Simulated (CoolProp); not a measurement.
Vapour-liquid equilibrium of R125 (1) + R152A (2) at 255.3 K; x and y are mole fractions of (1).

Values from CoolProp's multi-fluid Helmholtz-energy mixture model, Lemmon 2005 and Outcalt 1996; pair parameters Bell 2016.

Problem. Give the bubble pressure and the first vapour's composition at x = 0.05, 0.5, 0.875. Is there an azeotrope?

Solution. x = 0.05: 1.444 bar, y = 0.125; x = 0.5: 2.420 bar, y = 0.708; x = 0.875: 3.324 bar, y = 0.948. No azeotrope shows between x = 0.05 and 0.95.

The pair parameters rest on a limited set of measurements; away from them the model extrapolates.
